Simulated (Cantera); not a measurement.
Feed: 1 mol CH3Cl, held at 3475 K and 0.0230 bar.

Equilibrium computed with Cantera from the NASA thermochemical tables; the gas is ideal and each condensed phase is pure. Candidate condensed phases: C, C6H6, C7H8, C8H18; 91 gas species. The tables' values for CCl are old estimates; treat these amounts as uncertain. Equilibrium is a limit: real reactors are often held back by kinetics, nucleation or transport.

Base state: H 0.625, Cl 0.220, C3 0.0500, C 0.0393, H2 0.0289, C2 0.0154, HCl 0.0153, C2H 0.00514 (mole fractions); condensed: gas only.

Problem. What changes in the equilibrium state with this change: temperature from 3475 K to 1225 K?

Solution. 
```
species             before    after
----------------  --------  -------
HCl                 0.0153    0.500
H2                  0.0289    0.500
CH4                  <1e-9  7.55e-5
H                    0.625  1.45e-6
C3                  0.0500    <1e-9
C                   0.0393    <1e-9
C2                  0.0154    <1e-9
Cl                   0.220  1.25e-6
C2H                0.00514    <1e-9
C5                0.000416    <1e-9
C(graphite), mol         0    1.000
```

Problem. What changes in the equilibrium state with this change: temperature from 3475 K to 950 K?

Solution. 
| species | before | after |
|---|---|---|
| HCl | 0.0153 | 0.500 |
| H2 | 0.0289 | 0.499 |
| CH4 | <1e-9 | 0.000958 |
| H | 0.625 | 2.59e-9 |
| Cl | 0.220 | 2.48e-9 |
| C3 | 0.0500 | <1e-9 |
| C | 0.0393 | <1e-9 |
| C2 | 0.0154 | <1e-9 |
| C2H | 0.00514 | <1e-9 |
| C2H2 (acetylene) | 0.000773 | <1e-9 |
| C5 | 0.000416 | <1e-9 |
| CH | 0.000232 | <1e-9 |
| C(graphite), mol | 0 | 0.998 |

Problem. What changes in the equilibrium state with this change: temperature from 3475 K to 3325 K?

Solution. 
| species | before | after |
|---|---|---|
| H | 0.625 | 0.595 |
| Cl | 0.220 | 0.219 |
| C3 | 0.0500 | 0.0596 |
| H2 | 0.0289 | 0.0537 |
| C | 0.0393 | 0.0208 |
| HCl | 0.0153 | 0.0295 |
| C2 | 0.0154 | 0.0111 |
| C4H2 | 8.63e-6 | 5.37e-5 |
| C2H2 (acetylene) | 0.000773 | 0.00263 |
| C2HCl | 1.45e-5 | 4.50e-5 |
| C2H2 (vinylidene) | 6.22e-6 | 1.62e-5 |
| C5 | 0.000416 | 0.000892 |
